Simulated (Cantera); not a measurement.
A freely propagating, adiabatic, planar premixed flame of CH₄ : O₂ : N₂ = 1 : 1.43 : 5.37 (molar parts), equivalence ratio 1.4, unburnt at 625 K and 1.00 bar; mixture-averaged transport, grid criteria slope 0.08 and curve 0.16, no radiation.

Computed with Cantera and GRI-Mech 3.0 (53 species, 325 reactions). Burning velocities carry a grid error of a few per cent, more on coarse grids.

Task: What does this change do: inlet temperature 625 to 650 K?

Result: 
```csv
quantity,before,after
laminar burning velocity,82.8 cm/s,91.8 cm/s
thermal thickness,0.463 mm,0.445 mm
peak x(C₂H₂),0.00167,0.00168
peak x(CH₂),9.32e-5,9.91e-5
```

Task: What does this change do: inlet temperature 625 to 450 K?

Result: 
```
quantity                     before      after
------------------------  ---------  ---------
laminar burning velocity  82.8 cm/s  36.0 cm/s
thermal thickness          0.463 mm   0.664 mm
peak x(C₂H₂)                0.00167    0.00173
peak x(CH₂)                 9.32e-5    5.48e-5
```

Task: What does this change do: CH4 1 to 0.77 parts?

Result: 
```tsv
quantity	before	after
laminar burning velocity	82.8 cm/s	143 cm/s
thermal thickness	0.463 mm	0.320 mm
peak x(C₂H₂)	0.00167	0.000276
peak x(CH₂)	9.32e-5	8.50e-5
```
